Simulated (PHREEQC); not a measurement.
0.014 g of hydrous ferric oxide (600 m²/g; 0.2 weak and 0.005 strong sites per Fe, Dzombak-Morel constants, diffuse double layer) in 1 kg of water with 0.3 mol/kgw of an inert sodium salt and 0.0083 mmol/kgw NaH2PO4, at 25 °C; the pH is set by adding NaOH or the inert anion's acid. Oxygen alone is held at its pressure in air (log pO2 = -0.68). No CO2 enters from the air. Precipitation was switched off in this run.

Base run: PHREEQC, ion-association model, wateq4f.dat. Each further column changes one thing. The table gives P sorbed (%).

```tsv
pH	base	background salt from 0.3 to 0.03 mol/kgw	oxide from 0.014 to 0.07 g/kgw	6.5e-06 mol/kgw Na2SO4 added
3	97.1	99.7	99.7	96.9
4.33	97.9	99.8	99.9	97.8
5	98.2	99.8	99.9	98.1
6.33	96.0	98.4	99.8	96.0
7.67	60.7	70.3	95.8	60.7
9	6.4	7.4	26.0	6.4
9.67	0.9	0.7	4.1	0.9
11	0.0	0.0	0.1	0.0
```

H3PO4, which wateq4f.dat lacks, is added to it with the constant of phreeqc.dat. The oxide is taken as insoluble; below pH 4 it would dissolve.
